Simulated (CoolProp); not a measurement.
Vapour-liquid equilibrium of R227EA (1) + isobutane (2) at 1.38 MPa; x and y are mole fractions of (1).

Values from CoolProp's multi-fluid Helmholtz-energy mixture model, Lemmon 2016 and Bücker 2006; pair parameters Bell 2016.

Give the bubble temperature and the first vapour's composition at x = 0.35, 0.8, 0.95. Is there an azeotrope?

x = 0.35: 335.4 K, y = 0.456; x = 0.8: 334.5 K, y = 0.755; x = 0.95: 338.0 K, y = 0.925. y crosses x between x = 0.5 and 0.65: the model has an azeotrope there.

Pair parameters are fitted to limited data, so mixtures are less certain than the pure fluids.
